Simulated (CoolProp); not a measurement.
Vapour-liquid equilibrium of R134a (1) + dimethyl ether (2) at 15.05 °C; x and y are mole fractions of (1).

The numbers come from the multi-fluid Helmholtz-energy mixture model, Tillner-Roth 1994 and Wu 2011; pair parameters Bell 2016 in CoolProp.

### Question
Give the bubble pressure and the first vapour's composition at x = 0.275, 0.65, 0.95. Is there an azeotrope?

### Answer
x = 0.275: 425.0 kPa, y = 0.274; x = 0.65: 445.2 kPa, y = 0.691; x = 0.95: 482.2 kPa, y = 0.962. y crosses x between x = 0.275 and 0.35: the model has an azeotrope there.

The pair parameters rest on a limited set of measurements; away from them the model extrapolates.
